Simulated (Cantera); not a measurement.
A Cantera script and what it prints.

```python
import numpy as np
import cantera as ct

gas_names = """
    F F2 H HF H2 H2F2 H3F3 H4F4 H5F5 H6F6 H7F7 Si SiF SiF2 SiF3 SiF4 SiH SiHF3 SiH2 SiH2F2 SiH3 SiH3F
    SiH4 Si2 Si3
""".split()
cond_names = """
    Si(cr) Si(L)
""".split()


def load(file, names, dense=False):
    # The tables refer to 1 bar. Condensed volumes are neglected.
    table = {s.name: s for s in ct.Species.list_from_file(file)}
    out = []
    for n in names:
        d = dict(table[n].input_data)
        d["thermo"] = dict(d["thermo"], **{"reference-pressure": 1e5})
        if dense:
            d["equation-of-state"] = {"model": "constant-volume", "density": "1e6 g/cm^3"}
        out.append(ct.Species.from_dict(d))
    return out


gas = ct.Solution(thermo="ideal-gas", species=load("nasa_gas.yaml", gas_names))
cond = {s.name: ct.Solution(thermo="fixed-stoichiometry", species=[s], name=s.name)
        for s in load("nasa_condensed.yaml", cond_names, dense=True)}
atoms = {
    'Si': {'Si': 1},
    'HF': {'H': 1, 'F': 1},
    'H2': {'H': 2},
}
top_T = {}  # K; cautious upper limits of use, not melting points


def equilibrate(T, P, feed):
    n = {}
    for name, mol in feed.items():
        for a, k in atoms[name].items():
            n[a] = n.get(a, 0.0) + k * mol
    gas.TPX = T, P, n
    mass = sum(n.values()) * gas.mean_molecular_weight
    gas.equilibrate("TP")
    valid = [c for c in cond.values() if c.min_temp <= T <= top_T.get(c.name, c.max_temp)]
    mix = ct.Mixture([(gas, mass / gas.mean_molecular_weight)] + [(c, 0.0) for c in valid])
    mix.T, mix.P = T, P
    mix.equilibrate("TP", solver="vcs", rtol=1e-11, max_steps=5000)
    return mix


results = []
feed = {'Si': 1, 'HF': 1.2, 'H2': 3.4}  # mol
P = 9.4  # Pa
for T in [573, 673, 773, 873, 973, 1073, 1173, 1273]:
    mix = equilibrate(T, P, feed)
    results.append((T, P, feed, dict(zip(mix.species_names, mix.species_moles))))
    x = sorted(zip(gas.X, gas.species_names), reverse=True)
    print(f"T = {T:g} K  P = {P:g} Pa  gas = {mix.phase_moles(0):.4g} mol")
    print("   x: " + "  ".join(f"{s} {v:.3e}" for v, s in x if v > 0.0001))
    print("   condensed (mol): " + ("  ".join(f"{mix.phase(i).name} {mix.phase_moles(i):.4g}"
          for i in range(1, mix.n_phases) if mix.phase_moles(i) > 1e-12) or "none"))
```

Output:

```
T = 573 K  P = 9.4 Pa  gas = 4.299 mol
   x: H2 9.301e-01  SiF4 6.928e-02  SiHF3 6.642e-04
   condensed (mol): Si(cr) 0.6993
T = 673 K  P = 9.4 Pa  gas = 4.299 mol
   x: H2 9.300e-01  SiF4 6.914e-02  SiHF3 8.484e-04
   condensed (mol): Si(cr) 0.6991
T = 773 K  P = 9.4 Pa  gas = 4.299 mol
   x: H2 9.300e-01  SiF4 6.902e-02  SiHF3 1.007e-03
   condensed (mol): Si(cr) 0.6989
T = 873 K  P = 9.4 Pa  gas = 4.299 mol
   x: H2 9.299e-01  SiF4 6.885e-02  SiHF3 1.143e-03
   condensed (mol): Si(cr) 0.6987
T = 973 K  P = 9.4 Pa  gas = 4.299 mol
   x: H2 9.297e-01  SiF4 6.838e-02  SiHF3 1.255e-03  SiF3 5.655e-04
   condensed (mol): Si(cr) 0.6981
T = 1073 K  P = 9.4 Pa  gas = 4.302 mol
   x: H2 9.290e-01  SiF4 6.685e-02  SiF3 2.316e-03  SiHF3 1.335e-03  HF 3.060e-04  SiF2 1.298e-04
   condensed (mol): Si(cr) 0.6961
T = 1173 K  P = 9.4 Pa  gas = 4.309 mol
   x: H2 9.270e-01  SiF4 6.248e-02  SiF3 7.159e-03  SiHF3 1.352e-03  HF 1.030e-03  SiF2 9.710e-04
   condensed (mol): Si(cr) 0.6898
T = 1273 K  P = 9.4 Pa  gas = 4.331 mol
   x: H2 9.216e-01  SiF4 5.247e-02  SiF3 1.691e-02  SiF2 4.957e-03  HF 2.771e-03  SiHF3 1.248e-03
   condensed (mol): Si(cr) 0.6726
```

Equilibrium computed with Cantera from the NASA thermochemical tables; the gas is ideal and each condensed phase is pure. The tables' values for SiF3, SiF2 are old estimates; treat these amounts as uncertain.
